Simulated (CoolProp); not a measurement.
A single-stage vapour-compression cycle with the fluid: evaporating at 227.15 K (dew point), condensing at 264.15 K (bubble point), superheat 10 K, subcooling 8 K, compressor efficiency 0.9, no pressure losses. The same conditions are run with several fluids, on thermodynamics alone (safety and materials aside).

The numbers come from the reference Helmholtz-energy equation of state of each fluid (R236FA: Pan 2012; ethylene: Smukala 2000; propylene: Lemmon 2013; dimethyl ether: Wu 2011; isobutane: Bücker 2006; R143a: Lemmon and Jacobsen 2000) in CoolProp.

```csv
fluid,cooling COP,pressure ratio,discharge temperature (K),refrigerating effect (kJ/kg),volumetric capacity (kJ/m³)
R236FA,5.07,7.29,279.2,154,120
ethylene,4.17,2.75,304.8,304,6210
propylene,[?],4.06,[?],385,926
dimethyl ether,5.02,5.28,304.2,437,377
isobutane,5.11,5.38,284.7,346,216
R143a,[?],[?],289.3,194,[?]
```

Task: Some entries are withheld; supply them.

Result: 
- propylene, cooling COP: 4.99
- propylene, discharge temperature (K): 296.8
- R143a, cooling COP: 4.97
- R143a, pressure ratio: 4.32
- R143a, volumetric capacity (kJ/m³): 930
